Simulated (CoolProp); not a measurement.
Vapour-liquid equilibrium of propane (1) + n-butane (2) at 284.7 K; x and y are mole fractions of (1).

The numbers come from the multi-fluid Helmholtz-energy mixture model, Lemmon 2009 and Bücker 2006; pair parameters Kunz 2012 in CoolProp.

```json
[
 {"x": "0.05", "bubble pressure (MPa)": "0.1798", "y at the bubble point": "0.165", "dew pressure at overall composition x (MPa)": "0.1630", "liquid density (mol/L)": "10.19"},
 {"x": "0.15", "bubble pressure (MPa)": "0.2269", "y at the bubble point": "0.397", "dew pressure at overall composition x (MPa)": "0.1774", "liquid density (mol/L)": "10.34"},
 {"x": "0.25", "bubble pressure (MPa)": "0.2751", "y at the bubble point": "0.554", "dew pressure at overall composition x (MPa)": "0.1946", "liquid density (mol/L)": "10.49"},
 {"x": "0.35", "bubble pressure (MPa)": "0.3242", "y at the bubble point": "0.666", "dew pressure at overall composition x (MPa)": "0.2154", "liquid density (mol/L)": "10.64"},
 {"x": "0.45", "bubble pressure (MPa)": "0.3742", "y at the bubble point": "0.750", "dew pressure at overall composition x (MPa)": "0.2412", "liquid density (mol/L)": "10.79"},
 {"x": "0.55", "bubble pressure (MPa)": "0.4249", "y at the bubble point": "…", "dew pressure at overall composition x (MPa)": "0.2737", "liquid density (mol/L)": "10.94"},
 {"x": "0.65", "bubble pressure (MPa)": "0.4764", "y at the bubble point": "0.870", "dew pressure at overall composition x (MPa)": "0.3163", "liquid density (mol/L)": "…"},
 {"x": "0.75", "bubble pressure (MPa)": "0.5289", "y at the bubble point": "0.914", "dew pressure at overall composition x (MPa)": "0.3739", "liquid density (mol/L)": "11.25"},
 {"x": "0.85", "bubble pressure (MPa)": "…", "y at the bubble point": "0.952", "dew pressure at overall composition x (MPa)": "…", "liquid density (mol/L)": "11.40"},
 {"x": "0.95", "bubble pressure (MPa)": "0.6371", "y at the bubble point": "0.985", "dew pressure at overall composition x (MPa)": "0.5791", "liquid density (mol/L)": "11.55"}
]
```

Task: Complete the blanks.

Result: 
- 0.55, y at the bubble point: 0.816
- 0.65, liquid density (mol/L): 11.09
- 0.85, bubble pressure (MPa): 0.5823
- 0.85, dew pressure at overall composition x (MPa): 0.4559

No azeotrope shows between x = 0.05 and 0.95.

Pair parameters are fitted to limited data, so mixtures are less certain than the pure fluids.
